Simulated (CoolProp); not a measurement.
A closed Brayton cycle with carbon dioxide: compressor inlet 326.15 K and 9.9 MPa, high pressure 31.3 MPa, turbine inlet 950 K, compressor efficiency 0.85, turbine efficiency 0.85, recuperator effectiveness 0 (on enthalpy, no pinch check). Each further row changes one setting.

The numbers come from the reference Helmholtz-energy equation of state, Span 1996 in CoolProp.

```
case                           thermal efficiency (%)  net work (kJ/kg)  compressor to turbine work  compressor exit (K)  turbine exit (K)
-----------------------------  ----------------------  ----------------  --------------------------  -------------------  ----------------
as stated                                        15.2               112                        0.33                407.4             807.8
turbine inlet 900 K                              15.2               102                  (withheld)                407.4             762.4
compressor inlet 336.15 K                        14.7               102                        0.39           (withheld)             807.8
high pressure 26.6 MPa                           13.4              99.6                        0.31           (withheld)             827.1
recuperator effectiveness 0.5              (withheld)               112                        0.33                407.4             807.8
```

### Question
Fill in the missing entries.

### Answer

- turbine inlet 900 K, compressor to turbine work: 0.35
- compressor inlet 336.15 K, compressor exit (K): 431.4
- high pressure 26.6 MPa, compressor exit (K): 395.6
- recuperator effectiveness 0.5, thermal efficiency (%): 22.4
